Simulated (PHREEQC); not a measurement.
PHREEQC input (Pitzer model, pitzer.dat):

```
SOLUTION 1
  temp 40
  units mol/kgw
  pH 7 charge
  Cl 0.84
  Na 0.12
  Ca 0.36
END
USE solution 1
INCREMENTAL_REACTIONS false
REACTION 1
  H2O -1
  0 9.886 18.011 24.689 30.178 34.689 38.397 41.444
  43.949 46.007 47.699 49.089 50.232 51.172 51.944 moles
EQUILIBRIUM_PHASES 1
  Halite 0 0
  Portlandite 0 0
SELECTED_OUTPUT 1
  -reset false
  -pH true
  -pe true
  -ionic_strength true
  -water true
  -activities H2O
  -totals Ca Cl Na
  -molalities H+ Na+ Ca+2 Cl- OH-
  -equilibrium_phases Halite Portlandite
PRINT
  -reset false
END
```

Selected output (columns that matter, 12 of 15 rows; water left (kg) added in front):

```
water left (kg)	pH	mu	Ca	Cl	Na	m_H+	m_Na+	m_Ca+2	m_Cl-	m_OH-	la_H2O	Halite
1	6.5058	1.2	0.36	0.84	0.12	3.5955e-07	0.12	0.36	0.84	3.5955e-07	-0.0093331	0
0.821894	6.4637	1.46	0.43801	1.022	0.146	3.739e-07	0.146	0.43801	1.022	3.739e-07	-0.011569	0
0.555203	6.3557	2.1614	0.64841	1.513	0.21614	4.0311e-07	0.21614	0.64841	1.513	4.0311e-07	-0.018105	0
0.456313	6.2861	2.6298	0.78893	1.8408	0.26298	4.1732e-07	0.26298	0.78893	1.8408	4.1732e-07	-0.022923	0
0.375043	6.2026	3.1996	0.95989	2.2397	0.31996	4.3077e-07	0.31996	0.95989	2.2397	4.3077e-07	-0.029315	0
0.30824	6.1019	3.8931	1.1679	2.7252	0.38931	4.4309e-07	0.38931	1.1679	2.7252	4.4309e-07	-0.037916	0
0.208215	5.8299	5.7633	1.729	4.0343	0.57633	4.6377e-07	0.57633	1.729	4.0343	4.6377e-07	-0.065824	0
0.171138	5.6461	7.0119	2.1036	4.9083	0.70119	4.7289e-07	0.70119	2.1036	4.9083	4.7289e-07	-0.088363	0
0.140655	5.419	8.5315	2.5595	5.9721	0.85315	4.8301e-07	0.85315	2.5595	5.9721	4.8301e-07	-0.12001	0
0.115613	5.1371	10.38	3.1138	7.2656	1.0379	4.9732e-07	1.0379	3.1138	7.2656	4.9732e-07	-0.16465	0
0.0780853	4.4257	14.421	4.6103	9.8112	0.5905	6.7756e-07	0.5905	4.6103	9.8112	6.7756e-07	-0.27849	0.07389
0.0641769	3.9293	17.101	5.6095	11.492	0.27273	8.6023e-07	0.27273	5.6095	11.492	8.6023e-07	-0.37313	0.1025
```

At this temperature some constants are extrapolated from 25 °C, and those without enthalpy data are left unchanged.
